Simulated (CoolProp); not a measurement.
n-hexane along the isotherm 254.4 K: Z from the reference equation and from simpler models built on Tc = 507.8 K, pc = 30.44 bar, ω = 0.300; each cubic takes its own stable root.

The numbers come from the reference Helmholtz-energy equation of state, Thol 2019 in CoolProp.

| p (bar) | phase | reference |
|---|---|---|
| 27.7 | liquid | 0.1622 |
| 55.3 | liquid | 0.3229 |
| 83 | liquid | 0.4832 |
| 111 | liquid | 0.6444 |
| 138 | liquid | 0.7990 |
| 166 | liquid | 0.9585 |
| 194 | liquid | 1.117 |
| 221 | liquid | 1.270 |
| 249 | liquid | 1.427 |
| 277 | liquid | 1.583 |
| 304 | liquid | 1.734 |

### Question
How far does each simpler model (van der Waals, Redlich-Kwong, Soave-Redlich-Kwong, Peng-Robinson) lie from the reference over these 11 states: mean and median of the absolute difference, and the worst?

### Answer
- van der Waals: mean 64.6 %, median 64.1 %, worst +68.8 % at 254.4 K and 27.7 bar
- Redlich-Kwong: mean 13.5 %, median 13.4 %, worst +14.4 % at 254.4 K and 27.7 bar
- Soave-Redlich-Kwong: mean 11.5 %, median 11.4 %, worst +11.7 % at 254.4 K and 27.7 bar
- Peng-Robinson: mean 0.6 %, median 0.6 %, worst -0.6 % at 254.4 K and 55.3 bar
